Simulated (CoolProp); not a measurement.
Computed with CoolProp (reference Helmholtz-energy equation of state, Gao 2022).

### Question
Give the vapour pressure (MPa), liquid density (kg/m³), vapour density (kg/m³), liquid cp (kJ/(kg K)) of saturated n-perfluorohexane at 81.35, 98.95 °C.

### Answer
| T (°C) | p (MPa) | liquid density (kg/m³) | vapour density (kg/m³) | liquid cp (kJ/(kg K)) |
|---|---|---|---|---|
| 81.35 | 0.215 | 1500 | 27.7 | 1.14 |
| 98.95 | 0.346 | 1430 | 44.7 | 1.17 |
